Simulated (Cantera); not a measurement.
Charge: 1 mol V₂O₅, 2200 mol H₂, held at 750 K and 13300 Pa.

Cantera equilibrium calculation (NASA polynomials, part measured and part estimated; ideal gas, pure solids and liquids). Candidate condensed phases: H₂O, V, VO, V₂O₃, V₂O₄, V₂O₅; 12 gas species. Condensed phases not in the tables: the oxides between V₂O₃ and V₂O₅ other than VO₂. The numbers say what is thermodynamically allowed, not how fast it happens.

### Question
What is the equilibrium state?

### Answer
| Property | Result |
|---|---|
| x(H₂) | 0.999 |
| x(H₂O) | 0.000909 |
| n(V₂O₃(s)) | 1.00 mol |
| gas amount | 2200 mol |
| log10 activity of V(s) (absent) | -9.52 |
| log10 activity of V₂O₅(s) (absent) | -20.66 |
